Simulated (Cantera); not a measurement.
# Ignition delay

Mixture: 8.61 % CH₄, 0.140 % C₂H₆, 19.2 % O₂, 72.1 % N₂, equivalence ratio 0.92, at 0.400 bar, adiabatic and at constant volume. Ignition delay is the time to a rise of 400 K.

Model: GRI-Mech 3.0 (53 species, 325 reactions), integrated in Cantera.

```
T0 (K)  delay (ms)
------  ----------
1025           837
1125           169
1225          37.5
1325          9.28
1425          2.64
1525         0.913
1625         0.391
```

```yaml
apparent activation energy between 1425 and 1625 K: 180 kJ/mol
```
